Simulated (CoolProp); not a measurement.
Properties of R114 along the isobar 0.101 MPa (Tc = 147.5 °C, pc = 3.352 MPa, ω = 0.252).

The numbers come from the reference Helmholtz-energy equation of state, Platzer 1990 in CoolProp. This equation is an older, rougher fit.

```csv
T (°C),phase,density (kg/m³),isothermal compressibility (1/MPa)
44.45,gas,6.705,10.16
64.75,gas,6.274,10.11
85.05,gas,5.898,10.08
105.25,gas,5.567,10.05
125.55,gas,5.272,10.02
145.85,gas,5.007,10.01
166.05,gas,4.770,9.990
186.35,gas,4.553,9.977
206.55,gas,4.357,9.966
226.85,gas,4.176,9.957
```
